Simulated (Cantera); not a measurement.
Input: 1 mol TiC, 0.058 mol H₂, equilibrated at 2775 K and 1950 Torr.

Method: chemical equilibrium by Gibbs-energy minimisation in Cantera with the NASA 1993 tables (ideal gas, pure condensed phases). Candidate condensed phases: C, C₆H₆, C₇H₈, C₈H₁₈, Ti, TiC; 77 gas species. TiC: taken at fixed stoichiometry. Kinetics and transport are ignored.

Base state: H₂ 0.954, H 0.0454, Ti 0.000232, C₂H₂ (acetylene) 0.000102, CH₄ 1.41e-5, CH₃ 1.13e-5 (mole fractions); condensed: TiC(s).

### Question
What changes in the equilibrium state with this change: temperature from 2775 K to 1500 K?

### Answer
```csv
species,before,after
H₂,0.954,1.000
H,0.0454,1.09e-5
CH₄,1.41e-5,1.12e-8
Ti,0.000232,<1e-9
C₂H₂ (acetylene),0.000102,<1e-9
CH₃,1.13e-5,<1e-9
"TiC(s), mol",1.000,1.00
```
